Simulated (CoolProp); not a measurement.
Vapour-liquid equilibrium of propane (1) + R236EA (2) at 293.4 K; x and y are mole fractions of (1).

Model: multi-fluid Helmholtz-energy mixture model, Lemmon 2009 and Rui 2013; pair parameters Bell 2016, in CoolProp.

| x | bubble pressure, mixture model (kPa) | bubble pressure, Raoult's law (kPa) | y, mixture model | y, Raoult's law |
|---|---|---|---|---|
| 0.05 | ? | 207.4 | 0.408 | 0.203 |
| 0.2 | ? | 307.6 | 0.698 | 0.548 |
| 0.35 | ? | 407.8 | 0.772 | 0.723 |
| 0.5 | 728.9 | 508.0 | 0.806 | 0.829 |
| 0.65 | 771.4 | 608.2 | 0.834 | 0.900 |
| 0.8 | 810.2 | 708.4 | ? | 0.951 |
| 0.95 | 839.8 | 808.6 | 0.956 | 0.989 |

Complete the blanks.


- 0.05, bubble pressure, mixture model (kPa): 290.9
- 0.2, bubble pressure, mixture model (kPa): 538.3
- 0.35, bubble pressure, mixture model (kPa): 665.0
- 0.8, y, mixture model: 0.875

The largest gap from Raoult's law is +75.0 % in bubble pressure, at x = 0.2. No azeotrope shows between x = 0.05 and 0.95.

The pair parameters rest on a limited set of measurements; away from them the model extrapolates. With so large a gap from Raoult's law the liquid may split in two, which this calculation doesn't test in full.
